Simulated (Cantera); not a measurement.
A closed system holds: 1 mol CF₄, 0.069 mol Si, at 1475 °C and 0.100 bar.

These are equilibrium values from Cantera (NASA tables, ideal gas, pure condensed phases), not measurements of a reactor. Candidate condensed phases: C, Si, SiC; 23 gas species. Gases not in the tables: C₂F₆ and larger saturated fluorocarbons. Kinetics and transport are ignored.

Base state: CF₄ 0.927, SiF₄ 0.0689, CF₂ 0.00309, CF₃ 0.000692, F 0.000399 (mole fractions); condensed: C(graphite).

**Question.** What changes in the equilibrium state with this change: pressure from 0.100 bar to 29.0 Pa?

**Answer.** 
| species | before | after |
|---|---|---|
| CF₄ | 0.927 | 0.846 |
| SiF₄ | 0.0689 | 0.0654 |
| CF₂ | 0.00309 | 0.0548 |
| F | 0.000399 | 0.0312 |
| CF | 4.42e-7 | 3.46e-5 |
| CF₃ | 0.000692 | 0.00278 |
| C(graphite), mol | 0.0674 | 0.0476 |
